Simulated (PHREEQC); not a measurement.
0.099 g of hydrous ferric oxide (600 m²/g; 0.2 weak and 0.005 strong sites per Fe, Dzombak-Morel constants, diffuse double layer) in 1 kg of water with 0.3 mol/kgw of an inert sodium salt and 0.02 mmol/kgw Na2SeO4, at 25 °C; the pH is set by adding NaOH or the inert anion's acid. Oxygen alone is held at its pressure in air (log pO2 = -0.68). The system is closed to CO2. Precipitation was switched off in this run.

Computed with PHREEQC (ion-association model, wateq4f.dat).

Task: Predict Se sorbed (%), surface charge σ (C/m²) at pH = 6.5, 12.

Result: 
```json
[
 {"pH": "6.5", "Se sorbed (%)": "4.7", "surface charge σ (C/m²)": "0.104"},
 {"pH": "12", "Se sorbed (%)": "0.0", "surface charge σ (C/m²)": "-0.339"}
]
```

Species that the database lacks are ignored.
